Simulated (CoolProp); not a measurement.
Vapour-liquid equilibrium of n-pentane (1) + cyclohexane (2) at 163.15 °C; x and y are mole fractions of (1).

The numbers come from the multi-fluid Helmholtz-energy mixture model, Thol 2019 and Zhou 2014; pair parameters Bell 2016 in CoolProp.

```tsv
x	bubble pressure, mixture model (kPa)	bubble pressure, Raoult's law (kPa)	y, mixture model	y, Raoult's law
0.05	777.5	777.4	…	0.128
0.2	964.3	969.0	…	0.411
0.35	…	1161	0.541	0.600
0.5	…	1352	0.674	0.736
0.65	…	1544	0.784	0.838
0.8	…	1735	0.881	0.918
0.95	…	1927	…	0.981
```

Q: Fill in the missing entries.

A: 
- 0.05, y, mixture model: 0.114
- 0.2, y, mixture model: 0.366
- 0.35, bubble pressure, mixture model (kPa): 1147
- 0.5, bubble pressure, mixture model (kPa): 1329
- 0.65, bubble pressure, mixture model (kPa): 1515
- 0.8, bubble pressure, mixture model (kPa): 1709
- 0.95, bubble pressure, mixture model (kPa): 1917
- 0.95, y, mixture model: 0.970

The largest gap from Raoult's law is -1.9 % in bubble pressure, at x = 0.65. No azeotrope shows between x = 0.05 and 0.95.

Pair parameters are fitted to limited data, so mixtures are less certain than the pure fluids.
